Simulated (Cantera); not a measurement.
Charge: 1 mol C3H8, 0.55 mol H2O, held at 0.0140 bar.

Cantera equilibrium calculation (NASA polynomials, part measured and part estimated; ideal gas, pure solids and liquids). Candidate condensed phases: C, C6H6, C7H8, C8H18, H2O; 131 gas species. Ions and electrons are included (thermal ionisation). Kinetics and transport are ignored.

Task: What share of the C ends up in condensed phases as a function of T (°C), at 2227, 2727, 3227, 3727, 4227, 4727?

Result: 
```
T (°C)  C condensed (%)           as
------  ---------------  -----------
2227               78.7  C(graphite)
2727               49.5  C(graphite)
3227                0.0            -
3727                0.0            -
4227                0.0            -
4727                0.0            -
```
